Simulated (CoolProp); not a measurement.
R1224YDZ along the isobar 23.8 bar: density (kg/m³) from the reference equation and from simpler models built on Tc = 428.7 K, pc = 33.34 bar, ω = 0.325; each cubic takes its own stable root.

Computed with CoolProp (reference Helmholtz-energy equation of state, Akasaka 2023).

```tsv
T (K)	phase	reference	van der Waals	Redlich-Kwong	Soave-Redlich-Kwong	Peng-Robinson
300.1	liquid	1363	810.0	(withheld)	1222	1382
304	liquid	1352	804.0	1156	1212	1371
308	liquid	1341	797.8	1144	1202	1359
311.9	liquid	1330	791.5	1133	1191	1347
315.8	liquid	1319	785.2	1122	1180	1335
319.8	liquid	1308	(withheld)	1110	1169	1322
323.7	liquid	1296	771.9	1099	1157	1310
327.7	liquid	1284	764.9	1086	1145	1296
331.6	liquid	1273	757.8	(withheld)	1133	1283
335.5	liquid	1261	750.6	1061	1120	1269
339.5	liquid	1248	743.0	1048	1107	1254
343.4	liquid	1235	735.3	1034	1094	1239
347.4	liquid	1222	(withheld)	1020	1080	1223
351.3	liquid	1209	718.9	1006	1065	1207
355.2	liquid	1195	710.4	991.3	1050	1190
```

Question: Complete the blanks.

Answer: 
- 300.1, Redlich-Kwong: 1166
- 319.8, van der Waals: 778.5
- 331.6, Redlich-Kwong: 1074
- 347.4, van der Waals: 727.2
